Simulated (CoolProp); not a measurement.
A single-stage vapour-compression cycle with R115: evaporating at 222.15 K (dew point), condensing at 248.15 K (bubble point), superheat 8 K, subcooling 5 K, compressor efficiency 0.6, no pressure losses. Each further row changes one setting.

The numbers come from the reference Helmholtz-energy equation of state, Lemmon 2016 in CoolProp.

| case | cooling COP | pressure ratio | discharge temperature (K) | refrigerating effect (kJ/kg) | volumetric capacity (kJ/m³) |
|---|---|---|---|---|---|
| as stated | 4.77 | 3.17 | 269.5 | 115 | 552 |
| evaporating temperature 227.15 K | [?] | [?] | [?] | [?] | [?] |
| condensing temperature 243.15 K | 6.05 | [?] | 262.6 | 120 | 575 |
| subcooling 10 K | [?] | 3.17 | 269.5 | 120 | 575 |
| superheat 18 K | 4.81 | 3.17 | 280.2 | 121 | 556 |
| compressor efficiency 0.5 | [?] | 3.17 | 276.4 | 115 | 552 |

Task: What belongs in the gaps?

Result: 
- evaporating temperature 227.15 K, cooling COP: 6.18
- evaporating temperature 227.15 K, pressure ratio: 2.48
- evaporating temperature 227.15 K, discharge temperature (K): 266.4
- evaporating temperature 227.15 K, refrigerating effect (kJ/kg): 118
- evaporating temperature 227.15 K, volumetric capacity (kJ/m³): 711
- condensing temperature 243.15 K, pressure ratio: 2.59
- subcooling 10 K, cooling COP: 4.97
- compressor efficiency 0.5, cooling COP: 3.98
